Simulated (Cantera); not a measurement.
## Stirred combustor or abatement burner

A perfectly stirred reactor is fed with H2 : O2 : N2 = 1 : 1.02 : 3.84 (molar parts), at 4.93 atm; it is adiabatic with a 550 K inlet, and is followed from long to short residence time, starting on the burning branch (τ in s: 0.035, 0.015, 0.0066, 0.0028, 0.0012, 0.00052, 0.00023, 9.7e-05, 4.2e-05, 1.8e-05, 7.7e-06).

Detailed kinetics in Cantera: the H2/O2 subset of GRI-Mech 3.0, which has no nitrogen chemistry. The hydrogen kinetics of GRI-Mech 3.0 are dated; newer H2 mechanisms differ, most at raised pressure.

| τ (s) | T (K) | x H2 | x O2 | x H2O | x O | x H | x H2O2 | x HO2 |
|---|---|---|---|---|---|---|---|---|
| 0.035 | 1832 | 7.56e-5 | 0.0968 | 0.186 | 4.84e-5 | 3.49e-6 | 2.04e-7 | 2.54e-6 |
| 0.015 | 1831 | 0.000128 | 0.0967 | 0.186 | 7.42e-5 | 6.86e-6 | 2.67e-7 | 3.61e-6 |
| 0.0066 | 1829 | 0.000217 | 0.0967 | 0.186 | 0.000120 | 1.43e-5 | 3.63e-7 | 5.55e-6 |
| 0.0028 | 1825 | 0.000380 | 0.0966 | 0.185 | 0.000206 | 3.22e-5 | 5.11e-7 | 9.19e-6 |
| 0.0012 | 1820 | 0.000663 | 0.0965 | 0.184 | 0.000356 | 7.32e-5 | 7.17e-7 | 1.54e-5 |
| 0.00052 | 1811 | 0.00115 | 0.0964 | 0.184 | 0.000616 | 0.000165 | 9.94e-7 | 2.57e-5 |
| 0.00023 | 1798 | 0.00195 | 0.0963 | 0.182 | 0.00104 | 0.000363 | 1.36e-6 | 4.17e-5 |
| 9.7e-5 | 1775 | 0.00340 | 0.0964 | 0.180 | 0.00177 | 0.000821 | 1.89e-6 | 6.77e-5 |
| 4.2e-5 | 1739 | 0.00585 | 0.0968 | 0.176 | 0.00285 | 0.00175 | 2.67e-6 | 0.000104 |
| 1.8e-5 | 1680 | 0.0103 | 0.0981 | 0.169 | 0.00424 | 0.00352 | 4.03e-6 | 0.000155 |
| 7.7e-6 | 1580 | 0.0200 | 0.102 | 0.157 | 0.00529 | 0.00632 | 7.18e-6 | 0.000225 |
x: mole fraction; the columns are a selection and need not sum to one.
